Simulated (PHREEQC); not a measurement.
Dissolve 0.0024 mol HF, 0.00018 mol NH4HF2, 8.9e-05 mol H4SiO4 and 4.1e-05 mol H3PO4 per kg of water at 25 °C. Closed to the air; pH follows from the charge balance.

Computed with PHREEQC (ion-association model, wateq4f.dat).

No solid was allowed to form.

What pH does the model give?

pH 3.02.

In which forms is F present?

HF 51 %, F- 37 %, SiF6-2 11 % of the F.

Species that the database lacks are ignored. H3PO4, which wateq4f.dat lacks, is added to it with the constant of phreeqc.dat. SiF6-2 is the database's only silicon fluoride.
